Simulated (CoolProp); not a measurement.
Propylene glycol at several states: fugacity coefficient from the reference equation and from simpler models built on Tc = 400.8 °C, pc = 7.292 MPa, ω = 0.327; each cubic takes its own stable root.

Values from CoolProp's reference Helmholtz-energy equation of state, Eisenbach 2021.

```json
[
 {"T (°C)": "149.85", "p (MPa)": "3.64", "phase": "liquid", "reference": "0.008111", "Redlich-Kwong": "___", "Peng-Robinson": "___"},
 {"T (°C)": "19.65", "p (MPa)": "0.0116", "phase": "liquid", "reference": "0.0009358", "Redlich-Kwong": "___", "Peng-Robinson": "0.02911"},
 {"T (°C)": "40.95", "p (MPa)": "0.0593", "phase": "liquid", "reference": "0.001139", "Redlich-Kwong": "0.09895", "Peng-Robinson": "___"}
]
```

**Question.** What belongs in the gaps?

**Answer.** 
- 149.85, Redlich-Kwong: 0.06763
- 149.85, Peng-Robinson: 0.02924
- 19.65, Redlich-Kwong: 0.1604
- 40.95, Peng-Robinson: 0.02115
